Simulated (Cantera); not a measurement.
An isothermal, constant-pressure homogeneous reactor starts with C3H8 : H2 = 1 : 1.6 (molar parts), at 1550 K and 0.353 Torr.

Detailed kinetics in Cantera: GRI-Mech 3.0 (53 species, 325 reactions). GRI-Mech 3.0 was tuned for natural gas; its chemistry of propane as a main component is partial and can be far from experiment. GRI-Mech 3.0 stops at C3 and has no aromatics, soot or wall deposition, so with more carbon than oxygen in the feed, carbon stays in small species such as C2H2 where larger ones or solid carbon would form. Radical loss at walls, strong at low pressure, is not modelled.

One state of this run: x C3H8 = 6.73e-6; x H2 = 0.527; x CH2 = 7.60e-6; x CH4 = 0.211; x H = 0.00181; x CH3 = 0.0146; x C2H = 1.10e-6. x: mole fraction; the columns are a selection and need not sum to one.

### Question
Which value of t (s) does it belong to?
(A) 2.00e-5
(B) 7.00
(C) 0.000921
(D) 0.0424

### Answer
D, 0.0424
